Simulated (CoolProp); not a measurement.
Properties of ethanol along the isotherm 131.95 °C (Tc = 241.6 °C, pc = 6268 kPa, ω = 0.644).

Values from CoolProp's reference Helmholtz-energy equation of state, Schroeder 2014.

```csv
p (kPa),phase,density (kg/m³),cp (kJ/(kg K)),cv (kJ/(kg K)),viscosity (µPa s),conductivity (mW/(m K))
29.7,gas,0.4081,[?],1.610,12.0,26.5
52.9,gas,0.7295,1.810,1.617,12.0,26.5
94,gas,1.305,1.834,1.631,12.0,[?]
167,gas,2.346,1.878,1.656,12.0,26.7
297,gas,4.266,1.963,1.703,12.0,27.1
529,gas,7.942,2.142,1.791,12.0,[?]
940,liquid,676.1,3.580,2.799,215,146
1670,liquid,677.6,3.570,2.795,217,146
2970,liquid,680.3,3.552,2.789,221,147
5290,liquid,684.8,3.523,2.778,227,149
9400,liquid,692.0,3.479,2.761,238,[?]
```

Q: Fill in the missing entries.

A: 
- 29.7, cp (kJ/(kg K)): 1.797
- 94, conductivity (mW/(m K)): 26.6
- 529, conductivity (mW/(m K)): 27.7
- 9400, conductivity (mW/(m K)): 151

Viscosity comes from a separate model (Kiselev 2005). Thermal conductivity comes from a separate model (Assael 2013).
